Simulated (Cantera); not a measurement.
Input: 1 mol SiCl₄, 21 mol N₂, 0.5 mol H₂, at 1575 K and 48.0 Pa.

Cantera equilibrium calculation (NASA polynomials, part measured and part estimated; ideal gas, pure solids and liquids). Candidate condensed phases: NH₄Cl, Si, Si₃N₄; 28 gas species. The tables' values for SiCl₃ are old estimates; treat these amounts as uncertain. Rates play no part.

Base state: N₂ 0.898, HCl 0.0427, SiCl₂ 0.0248, Cl 0.0161, SiCl₃ 0.00914, SiCl₄ 0.00879, H₂ 1.61e-5, Cl₂ 1.39e-5 (mole fractions); condensed: gas only.

**Question.** What changes in the equilibrium state with this change: pressure from 48.0 Pa to 0.240 bar?

**Answer.** 
| species | before | after |
|---|---|---|
| N₂ | 0.898 | 0.915 |
| HCl | 0.0427 | 0.0396 |
| SiCl₄ | 0.00879 | 0.0186 |
| Cl | 0.0161 | 6.08e-5 |
| SiCl₂ | 0.0248 | 0.0147 |
| SiCl₃ | 0.00914 | 0.0102 |
| SiHCl₃ | 4.41e-7 | 0.000121 |
| Cl₂ | 1.39e-5 | 9.93e-8 |
| H₂ | 1.61e-5 | 0.00193 |
